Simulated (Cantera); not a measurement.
An isothermal, constant-pressure homogeneous reactor starts with H2 : O2 = 0.23 : 1 (molar parts), equivalence ratio 0.12, at 1225 K and 0.000987 atm.

Detailed kinetics in Cantera: the H2/O2 subset of GRI-Mech 3.0, which has no nitrogen chemistry. Radical loss at walls, strong at low pressure, is not modelled. The temperature is held fixed by assumption; the heat of reaction is taken as removed at once.

x: mole fraction; the columns are a selection and need not sum to one.

```json
[
 {"t (s)": "2.00e-6", "x H2": "0.187", "x O2": "0.813", "x H": "3.32e-11", "x H2O2": "<1e-12", "x O": "<1e-12", "x H2O": "<1e-12"},
 {"t (s)": "6.55e-6", "x H2": "0.187", "x O2": "0.813", "x H": "1.08e-10", "x H2O2": "<1e-12", "x O": "<1e-12", "x H2O": "<1e-12"},
 {"t (s)": "2.15e-5", "x H2": "0.187", "x O2": "0.813", "x H": "3.51e-10", "x H2O2": "<1e-12", "x O": "6.18e-12", "x H2O": "<1e-12"},
 {"t (s)": "7.03e-5", "x H2": "0.187", "x O2": "0.813", "x H": "1.11e-9", "x H2O2": "<1e-12", "x O": "6.34e-11", "x H2O": "6.51e-12"},
 {"t (s)": "0.000230", "x H2": "0.187", "x O2": "0.813", "x H": "3.42e-9", "x H2O2": "<1e-12", "x O": "6.05e-10", "x H2O": "1.94e-10"},
 {"t (s)": "0.000754", "x H2": "0.187", "x O2": "0.813", "x H": "1.21e-8", "x H2O2": "6.65e-12", "x O": "5.37e-9", "x H2O": "4.86e-9"},
 {"t (s)": "0.00247", "x H2": "0.187", "x O2": "0.813", "x H": "1.20e-7", "x H2O2": "7.09e-11", "x O": "8.09e-8", "x H2O": "1.60e-7"},
 {"t (s)": "0.00809", "x H2": "0.187", "x O2": "0.813", "x H": "8.14e-5", "x H2O2": "7.55e-10", "x O": "5.71e-5", "x H2O": "0.000138"},
 {"t (s)": "0.0265", "x H2": "0.00839", "x O2": "0.698", "x H": "0.0631", "x H2O2": "1.93e-8", "x O": "0.0778", "x H2O": "0.142"},
 {"t (s)": "0.0869", "x H2": "0.00799", "x O2": "0.700", "x H": "0.0608", "x H2O2": "1.91e-8", "x O": "0.0768", "x H2O": "0.144"},
 {"t (s)": "0.285", "x H2": "0.00758", "x O2": "0.708", "x H": "0.0545", "x H2O2": "2.01e-8", "x O": "0.0711", "x H2O": "0.150"},
 {"t (s)": "0.932", "x H2": "0.00624", "x O2": "0.728", "x H": "0.0375", "x H2O2": "[?]", "x O": "0.0548", "x H2O": "0.164"},
 {"t (s)": "3.05", "x H2": "0.00295", "x O2": "0.766", "x H": "0.0108", "x H2O2": "[?]", "x O": "0.0236", "x H2O": "0.190"},
 {"t (s)": "10.0", "x H2": "0.000434", "x O2": "0.789", "x H": "0.000577", "x H2O2": "[?]", "x O": "0.00333", "x H2O": "0.204"}
]
```

**Question.** Fill in the missing entries.

**Answer.** 
- 0.932, x H2O2: 2.31e-8
- 3.05, x H2O2: 2.77e-8
- 10.0, x H2O2: 1.96e-8
